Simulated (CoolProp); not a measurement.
A single-stage vapour-compression cycle with hydrogen chloride: evaporating at 197.15 K (dew point), condensing at 217.15 K (bubble point), superheat 2 K, subcooling 2 K, compressor efficiency 0.6, no pressure losses. Each further row changes one setting.

The numbers come from the reference Helmholtz-energy equation of state, Thol 2018 in CoolProp.

```tsv
case	cooling COP	pressure ratio	discharge temperature (K)	refrigerating effect (kJ/kg)	volumetric capacity (kJ/m³)
as stated	5.29	2.51	293.9	405	1530
evaporating temperature 202.15 K	7.44	1.96	271.6	408	1940
condensing temperature 212.15 K	?	2.03	?	414	1560
subcooling 7 K	5.40	2.51	293.9	414	1560
superheat 12 K	5.11	2.51	309.6	414	1480
compressor efficiency 0.5	?	2.51	?	405	1530
```

Q: What belongs in the gaps?

A: 
- condensing temperature 212.15 K, cooling COP: 7.25
- condensing temperature 212.15 K, discharge temperature (K): 269.6
- compressor efficiency 0.5, cooling COP: 4.41
- compressor efficiency 0.5, discharge temperature (K): 312.1
